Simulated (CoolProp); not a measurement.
A single-stage vapour-compression cycle with ammonia: evaporating at 320.15 K (dew point), condensing at 385.15 K (bubble point), superheat 10 K, subcooling 8 K, compressor efficiency 0.85, no pressure losses. Each further row changes one setting.

Computed with CoolProp (reference Helmholtz-energy equation of state, Gao 2020).

| case | cooling COP | pressure ratio | discharge temperature (K) | refrigerating effect (kJ/kg) | volumetric capacity (kJ/m³) |
|---|---|---|---|---|---|
| as stated | 2.93 | 4.19 | 469.3 | 784 | 10800 |
| evaporating temperature 325.15 K | 3.28 | 3.67 | 461.4 | 785 | 12300 |
| condensing temperature 380.15 K | 3.29 | 3.81 | 458.8 | 816 | 11200 |
| subcooling 13 K | 3.05 | 4.19 | 469.3 | 818 | 11200 |
| superheat 20 K | 2.89 | 4.19 | 483.6 | 816 | 10600 |
| compressor efficiency 0.75 | 2.58 | 4.19 | 480.1 | 784 | 10800 |
